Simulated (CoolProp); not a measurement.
Computed with CoolProp (reference Helmholtz-energy equation of state, Wagner 2002).

Q: Give the vapour pressure (kPa), enthalpy of vaporisation (kJ/kg), liquid viscosity (µPa s) of saturated water at 296.8, 383.6 K.

A: 
```
T (K)  p (kPa)  enthalpy of vaporisation (kJ/kg)  liquid viscosity (µPa s)
-----  -------  --------------------------------  ------------------------
296.8     2.92                              2440                       918
383.6      146                              2230                       254
```

Viscosity comes from a separate model (Huber 2009).
